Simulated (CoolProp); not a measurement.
A Linde-Hampson liquefier for ethane: isothermal reversible compression at 320 K from 1 atm to 5 MPa, throttling to 1 atm, return gas leaving the recuperator 2 K below the feed. Each further row changes one setting.

The numbers come from the reference Helmholtz-energy equation of state, Bücker 2006 in CoolProp.

```
case                        liquid yield per pass  compression work (kJ/kg of gas)
--------------------------  ---------------------  -------------------------------
as stated                                   0.171                              315
as stated                                   0.171                              315
high pressure 10 MPa                        0.430                              338
warm-end temperature 350 K                  0.108                              354
warm-end gap 7 K                            0.160                              315
high pressure 10 MPa                        0.430                              338
warm-end temperature 350 K                  0.108                              354
warm-end gap 7 K                            0.160                              315
```
